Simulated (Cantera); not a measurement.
A closed system holds: 1 mol Si₃N₄, a varied amount of NF₃, 10 mol H₂, equilibrated at 1500 K and 75.0 Torr.

Method: chemical equilibrium by Gibbs-energy minimisation in Cantera with the NASA 1993 tables (ideal gas, pure condensed phases). Candidate condensed phases: Si, Si₃N₄; 37 gas species. The tables' values for SiF₃, SiF₂ are old estimates; treat these amounts as uncertain. Kinetics and transport are ignored.

x: gas mole fraction; n: condensed amount in mol.

```
n(NF₃) (mol)    x H₂     x HF       x F    x N₂  x SiF₄    x SiF₃  n Si₃N₄(s)
------------  ------  -------  --------  ------  ------  --------  ----------
0.53           0.908  0.00561  9.00e-12  0.0488  0.0291   0.00505       0.865
0.74           0.878  0.00630  1.03e-11  0.0659  0.0404   0.00615       0.811
1              0.843  0.00692  1.15e-11  0.0856  0.0537   0.00728       0.745
1.5            0.783  0.00771  1.33e-11   0.119  0.0768   0.00901       0.618
2.1              [?]  0.00827       [?]     [?]     [?]    0.0106         [?]
2.9            0.653  0.00867  1.64e-11   0.193   0.128    0.0122       0.263
4.1              [?]      [?]       [?]   0.235     [?]   0.00520           0
5.7            0.365    0.250  6.34e-10   0.238   0.147  0.000361           0
8              0.160    0.480   1.84e-9   0.240   0.120  0.000102           0
11            <1e-12    0.635    0.0317   0.238  0.0952  4.69e-12           0
16            <1e-12    0.409     0.324   0.204  0.0613    <1e-12           0
```

Q: What belongs in the gaps?

A: 
- 2.1, x H₂: 0.721
- 2.1, x F: 1.49e-11
- 2.1, x N₂: 0.154
- 2.1, x SiF₄: 0.101
- 2.1, n Si₃N₄(s): 0.466
- 4.1, x H₂: 0.567
- 4.1, x HF: 0.0247
- 4.1, x F: 5.01e-11
- 4.1, x SiF₄: 0.167
